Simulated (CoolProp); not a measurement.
Nitrous oxide along the isobar 11900 kPa: fugacity coefficient from the reference equation and from simpler models built on Tc = 309.5 K, pc = 7245 kPa, ω = 0.161; each cubic takes its own stable root.

Model: reference Helmholtz-energy equation of state, Lemmon 2006, in CoolProp. It is a short technical equation, of lower accuracy than the large ones.

| T (K) | phase | reference |
|---|---|---|
| 280.1 | liquid | 0.2813 |
| 295.8 | liquid | 0.3684 |
| 311.5 | supercritical | 0.4606 |
| 327.2 | supercritical | 0.5502 |
| 342.9 | supercritical | 0.6245 |
| 358.6 | supercritical | 0.6802 |
| 374.4 | supercritical | 0.7248 |
| 390.1 | supercritical | 0.7615 |
| 405.8 | supercritical | 0.7925 |
| 421.5 | supercritical | 0.8191 |
| 437.2 | supercritical | 0.8421 |
| 452.9 | supercritical | 0.8621 |
| 468.6 | supercritical | 0.8797 |
| 484.3 | supercritical | 0.8951 |
| 500 | supercritical | 0.9087 |

Task: How far does each simpler model (van der Waals, Redlich-Kwong, Soave-Redlich-Kwong) lie from the reference over these 15 states: mean and median of the absolute difference, and the worst?

Result: 
- van der Waals: mean 6.7 %, median 3.8 %, worst +34.2 % at 280.1 K and 11900 kPa
- Redlich-Kwong: mean 2.5 %, median 1.9 %, worst +9.5 % at 280.1 K and 11900 kPa
- Soave-Redlich-Kwong: mean 2.3 %, median 2.0 %, worst +3.8 % at 280.1 K and 11900 kPa
